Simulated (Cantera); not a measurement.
Source: NASA polynomial tables (part measured, part estimated), evaluated in Cantera. Values are per mole of reaction as written; species without (g) are pure solids or liquids, kept so even where they would boil at 1 bar.

SiH4(g) = 4 H(g) + Si(g), with ΔH° = 1287.8 kJ and ΔS° = 422.6 J/K at 300 K.

Q: How far is the shortcut ΔG° ≈ ΔH°(300 K) − T·ΔS°(300 K) from the full temperature-dependent value at 523, 548, 573, 598, 623, 648, 673, 698, 723 K?

A: 
| T (K) | shortcut (kJ) | full (kJ) | difference (kJ) | difference in log10 K |
|---|---|---|---|---|
| 523 | 1066.8 | 1063.0 | 3.8 | -0.38 |
| 548 | 1056.2 | 1051.6 | 4.6 | -0.44 |
| 573 | 1045.6 | 1040.3 | 5.4 | -0.49 |
| 598 | 1035.1 | 1028.8 | 6.2 | -0.55 |
| 623 | 1024.5 | 1017.4 | 7.1 | -0.60 |
| 648 | 1014.0 | 1005.9 | 8.1 | -0.65 |
| 673 | 1003.4 | 994.3 | 9.0 | -0.70 |
| 698 | 992.8 | 982.8 | 10.0 | -0.75 |
| 723 | 982.3 | 971.2 | 11.1 | -0.80 |
The shortcut ignores the heat-capacity change of the reaction.
